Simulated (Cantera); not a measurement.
Charge: 1 mol SiHCl3, 550 mol H2, 0.015 mol C3H8, equilibrated at 1675 K and 28.0 mbar.

These are equilibrium values from Cantera (NASA tables, ideal gas, pure condensed phases), not measurements of a reactor. Candidate condensed phases: C, C6H6, C7H8, C8H18, Si, SiC; 109 gas species. Mutual solubility and eutectic melting of coexisting phases are not modelled. Gases not in the tables: Si2H6 and higher silanes. Equilibrium is a limit: real reactors are often held back by kinetics, nucleation or transport.

Base state: H2 0.994, HCl 0.00523, H 0.000692, SiCl2 9.92e-5, Si 1.55e-5, SiH2 1.12e-5 (mole fractions); condensed: Si(s) + SiC(s).

Problem. What changes in the equilibrium state with this change: temperature from 1675 K to 2225 K?

Solution. 
```csv
species,before,after
H2,0.994,0.955
H,0.000692,0.0378
HCl,0.00523,0.00515
Si,1.55e-5,0.00159
C2H2 (acetylene),1.04e-8,3.28e-5
Cl,2.84e-6,0.000148
SiH,4.34e-6,0.000110
"Si(s), mol",0.882,0
"SiC(s), mol",0.0447,0
```
The tables' values for SiCl are old estimates; treat these amounts as uncertain.
